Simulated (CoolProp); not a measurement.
Properties of toluene at several states (Tc = 591.7 K, pc = 4.126 MPa, ω = 0.266).

Computed with CoolProp (reference Helmholtz-energy equation of state, Lemmon 2006). It is a short technical equation, of lower accuracy than the large ones.

```csv
T (K),p (MPa),phase,density (kg/m³),speed of sound (m/s),viscosity (µPa s),Prandtl number,fugacity coefficient
324.6,0.121,liquid,837.4,1193,413,6.00,0.1075
466.8,0.617,gas,16.97,184.0,10.6,0.776,0.8799
469.1,0.248,gas,6.165,201.8,10.7,0.735,0.9525
405.1,2.39,liquid,760.4,898.2,219,4.40,0.07654
```

Viscosity comes from a separate model (Avgeri 2015). Thermal conductivity comes from a separate model (Assael 2012).
